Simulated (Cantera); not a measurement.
Input: 1 mol BF3, 0.086 mol H2O, at 7.50 Torr.

Cantera equilibrium calculation (NASA polynomials, part measured and part estimated; ideal gas, pure solids and liquids). Candidate condensed phases: B, B2O3, B3O3H3, H2O; 43 gas species. Rates play no part. All values below are at 1200 K.

Base state: BF3 0.815, HF 0.141, BOF 0.0220, B3O3F3 0.0161, H2O 0.00532, HBO2 0.000236 (mole fractions); condensed: gas only.

Q: What changes in the equilibrium state with this change: pressure from 7.50 Torr to 2.33 Torr?

A: 
```tsv
species	before	after
BF3	0.815	0.802
HF	0.141	0.144
BOF	0.0220	0.0411
B3O3F3	0.0161	0.0101
H2O	0.00532	0.00322
HBO2	0.000236	0.000263
```

Q: What changes in the equilibrium state with this change: pressure from 7.50 Torr to 97.5 Torr?

A: 
| species | before | after |
|---|---|---|
| BF3 | 0.815 | 0.832 |
| HF | 0.141 | 0.131 |
| B3O3F3 | 0.0161 | 0.0204 |
| BOF | 0.0220 | 0.00431 |
| H2O | 0.00532 | 0.0114 |
| HBO2 | 0.000236 | 0.000107 |
Gases not in the tables: H3BO3.
